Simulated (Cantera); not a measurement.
Charge: 1 mol borazine, 3 mol N2, 14 mol H2, at 2050 °C and 133 Pa.

Equilibrium computed with Cantera from the NASA thermochemical tables; the gas is ideal and each condensed phase is pure. Candidate condensed phases: B, BN; 15 gas species. The feed counts by its element totals alone. The tables' values for BH2 are old estimates; treat these amounts as uncertain. Rates play no part.

Base state: H2 0.578, H 0.227, N2 0.183, B 0.0101, BH2 0.00133, BH 0.000232, BN 8.37e-5 (mole fractions); condensed: B(s).

### Question
What changes in the equilibrium state with this change: temperature from 2050 °C to 802 °C?

### Answer
```json
[
 {"species": "H2", "before": "0.578", "after": "0.850"},
 {"species": "N2", "before": "0.183", "after": "0.150"},
 {"species": "H", "before": "0.227", "after": "3.71e-7"},
 {"species": "B", "before": "0.0101", "after": "<1e-9"},
 {"species": "BH2", "before": "0.00133", "after": "<1e-9"},
 {"species": "BH", "before": "0.000232", "after": "<1e-9"},
 {"species": "BN", "before": "8.37e-5", "after": "<1e-9"},
 {"species": "B(s), mol", "before": "2.71", "after": "0"},
 {"species": "BN(s), mol", "before": "0", "after": "3.00"}
]
```

### Question
What changes in the equilibrium state with this change: pressure from 133 Pa to 80000 Pa?

### Answer
```tsv
species	before	after
H2	0.578	0.839
N2	0.183	0.149
H	0.227	0.0112
B	0.0101	4.22e-6
BH2	0.00133	0.000481
BN	8.37e-5	7.70e-7
BH	0.000232	2.84e-6
BH3	1.17e-6	1.25e-5
B(s), mol	2.71	0
BN(s), mol	0	2.99
```
Gases not in the tables: B2H6 and higher boranes.

### Question
What changes in the equilibrium state with this change: 0.091 mol O2 added?

### Answer
```
species      before     after
---------  --------  --------
H2            0.578     0.573
H             0.227     0.226
N2            0.183     0.182
BO                0   0.00584
HBO               0   0.00134
B            0.0101    0.0101
B2O               0  0.000172
BH2         0.00133   0.00131
BH         0.000232  0.000231
BN          8.37e-5   8.34e-5
B(s), mol      2.71      2.52
```
Further candidate phases: B2O3, B3O3H3, H2O.
